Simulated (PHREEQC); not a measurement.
0.18 g of hydrous ferric oxide (600 m²/g; 0.2 weak and 0.005 strong sites per Fe, Dzombak-Morel constants, diffuse double layer) in 1 kg of water with 0.05 mol/kgw of an inert sodium salt, at 25 °C; the pH is set by adding NaOH or the inert anion's acid. O2 is buffered at 0.21 atm. The system is closed to CO2. No solid was allowed to form.

All values are PHREEQC results (ion-association model, wateq4f.dat), not measurements.

| pH | surface charge σ (C/m²) | surface potential ψ (mV) |
|---|---|---|
| 3 | 0.357 | 169 |
| 3.5 | … | 166 |
| 4 | 0.294 | 160 |
| 4.5 | 0.238 | 149 |
| 5 | 0.181 | … |
| 5.5 | 0.130 | 118 |
| 6 | 0.089 | 99 |
| 6.5 | … | 78 |
| 7 | 0.034 | 56 |
| 7.5 | 0.017 | 31 |
| 8 | 0.003 | 6 |
| 8.5 | -0.010 | -20 |
| 9 | -0.026 | -45 |

Q: Fill in the missing entries.

A: 
- 3.5, surface charge σ (C/m²): 0.335
- 5, surface potential ψ (mV): 135
- 6.5, surface charge σ (C/m²): 0.058

The oxide is taken as insoluble; below pH 4 it would dissolve.
